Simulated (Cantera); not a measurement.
## Reactions in the system B-Cl-H-N

Cantera with NASA thermochemical tables; ideal gases at 1 bar, condensed phases pure. Values are per mole of reaction as written; species without (g) are pure solids or liquids, kept so even where they would boil at 1 bar.

BN + 3 HCl(g) → NH₃(g) + B + 3 Cl(g)

```tsv
T (K)	ΔH° (kJ)	ΔS° (J/K)	ΔG° (kJ)	log10 K
300	845.8	118.7	810.2	-141.07
725	849.7	126.4	758.1	-54.62
775	850.2	127.1	751.7	-50.66
825	850.7	127.7	745.3	-47.19
875	851.2	128.3	738.9	-44.11
925	851.7	128.8	732.5	-41.36
975	852.1	129.3	726.1	-38.90
1025	852.6	129.7	719.6	-36.67
1075	853.0	130.2	713.1	-34.65
1125	853.4	130.5	706.6	-32.81
1175	853.8	130.9	700.0	-31.12
```
